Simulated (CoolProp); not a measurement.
Vapour pressure (kPa) of hexamethyldisiloxane (MM): the reference equation beside estimates from Tc = 245.6 °C, pc = 1931 kPa, ω = 0.418. Clausius-Clapeyron is anchored at 139.95 °C with a constant enthalpy of vaporisation of 27.61 kJ/mol.

Values from CoolProp's reference Helmholtz-energy equation of state, Thol 2016.

```tsv
T (°C)	reference	Lee-Kesler	Clausius-Clapeyron	Soave-Redlich-Kwong
106.75	121.0	121.6	138.7	121.5
115.05	151.6	152.6	167.2	152.7
123.35	187.9	189.4	200.0	189.7
131.65	230.5	232.5	237.5	233.3
139.95	280.1	282.8	280.1	284.2
148.35	338.1	341.6	328.7	344.0
156.65	404.0	408.2	382.8	411.9
164.95	479.2	484.3	443.1	489.5
```

Absolute difference from the reference over all 8 rows, mean and median: Lee-Kesler 0.9 and 0.9 %, Clausius-Clapeyron 6.2 and 5.8 %, Soave-Redlich-Kwong 1.3 and 1.3 %.
